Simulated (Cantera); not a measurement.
An adiabatic, constant-pressure homogeneous reactor starts with CH₄ : CO : O₂ : N₂ = 1 : 0.81 : 6.68 : 25.1 (molar parts), equivalence ratio 0.36, at 1373 K and 0.700 bar. Integrator tolerance rtol = 1e-08.

Computed with Cantera and GRI-Mech 3.0 (53 species, 325 reactions).

Task: What does this change do: constant volume in place of constant pressure?

Result: 
```tsv
quantity	before	after
time of steepest temperature rise	3.35 ms	3.27 ms
temperature at 2.00 s	2149 K	2316 K
equilibrium temperature	2149 K	2316 K
x(CH₄) at 2.00 s	<1e-12 (gas-phase equilibrium <1e-12)	<1e-12 (gas-phase equilibrium <1e-12)
x(CO) at 2.00 s	0.000772 (gas-phase equilibrium 0.000771)	0.00180 (gas-phase equilibrium 0.00180)
x(O₂) at 2.00 s	0.124 (gas-phase equilibrium 0.124)	0.121 (gas-phase equilibrium 0.121)
x(H₂O) at 2.00 s	0.0585 (gas-phase equilibrium 0.0585)	0.0572 (gas-phase equilibrium 0.0572)
x(CH₂O) at 2.00 s	<1e-12 (gas-phase equilibrium <1e-12)	<1e-12 (gas-phase equilibrium <1e-12)
x(C₂H₂) at 2.00 s	<1e-12 (gas-phase equilibrium <1e-12)	<1e-12 (gas-phase equilibrium <1e-12)
x(HO₂) at 2.00 s	2.33e-6 (gas-phase equilibrium 2.33e-6)	4.44e-6 (gas-phase equilibrium 4.44e-6)
```

Task: What does this change do: pressure from 0.700 bar to 1.01 bar?

Result: 
| quantity | before | after |
|---|---|---|
| time of steepest temperature rise | 3.35 ms | 2.54 ms |
| temperature at 2.00 s | 2149 K | 2152 K |
| equilibrium temperature | 2149 K | 2152 K |
| x(CH₄) at 2.00 s | <1e-12 (gas-phase equilibrium <1e-12) | <1e-12 (gas-phase equilibrium <1e-12) |
| x(CO) at 2.00 s | 0.000772 (gas-phase equilibrium 0.000771) | 0.000655 (gas-phase equilibrium 0.000655) |
| x(O₂) at 2.00 s | 0.124 (gas-phase equilibrium 0.124) | 0.124 (gas-phase equilibrium 0.124) |
| x(H₂O) at 2.00 s | 0.0585 (gas-phase equilibrium 0.0585) | 0.0586 (gas-phase equilibrium 0.0586) |
| x(CH₂O) at 2.00 s | <1e-12 (gas-phase equilibrium <1e-12) | <1e-12 (gas-phase equilibrium <1e-12) |
| x(C₂H₂) at 2.00 s | <1e-12 (gas-phase equilibrium <1e-12) | <1e-12 (gas-phase equilibrium <1e-12) |
| x(HO₂) at 2.00 s | 2.33e-6 (gas-phase equilibrium 2.33e-6) | 2.59e-6 (gas-phase equilibrium 2.59e-6) |
